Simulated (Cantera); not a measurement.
**SiH2Cl2 + Cl2 + H2 (silicon epitaxy and polysilicon growth)**

Feed: 1 mol SiH2Cl2, 0.0055 mol Cl2, 77 mol H2, held at 0.600 bar.

Cantera equilibrium calculation (NASA polynomials, part measured and part estimated; ideal gas, pure solids and liquids). Candidate condensed phases: Si; 19 gas species. The tables' values for SiCl3 are old estimates; treat these amounts as uncertain. Rates play no part.

| T (°C) | x H2 | x HCl | x SiHCl3 | x SiCl4 | x SiCl2 | n Si(s) |
|---|---|---|---|---|---|---|
| 625 | 0.991 | 0.00214 | 0.00369 | 0.00286 | 6.27e-6 | 0.448 |
| 675 | 0.990 | 0.00348 | 0.00345 | 0.00269 | 1.86e-5 | 0.478 |
| 725 | 0.989 | 0.00530 | 0.00314 | 0.00243 | 4.82e-5 | 0.518 |
| 775 | 0.987 | 0.00764 | 0.00275 | 0.00208 | 0.000110 | 0.570 |
| 825 | 0.985 | 0.0104 | 0.00228 | 0.00165 | 0.000223 | 0.629 |
| 875 | 0.983 | 0.0134 | 0.00176 | 0.00119 | 0.000401 | 0.693 |
| 925 | 0.981 | 0.0162 | 0.00124 | 0.000762 | 0.000633 | 0.752 |
| 975 | 0.979 | 0.0186 | 0.000789 | 0.000425 | 0.000884 | 0.800 |
| 1025 | 0.978 | 0.0202 | 0.000460 | 0.000210 | 0.00111 | 0.832 |
| 1075 | 0.977 | 0.0211 | 0.000254 | 9.68e-5 | 0.00128 | 0.850 |
| 1125 | 0.977 | 0.0216 | 0.000139 | 4.36e-5 | 0.00140 | 0.859 |
x: gas mole fraction; n: condensed amount in mol.

From 625 °C to 1125 °C the condensed part is Si(s). The main Si-bearing gas is SiHCl3 at 625 °C and SiCl2 at 1125 °C. The share of Si in condensed phases is highest at 1125 °C (85.9 %) and lowest at 625 °C (44.8 %).
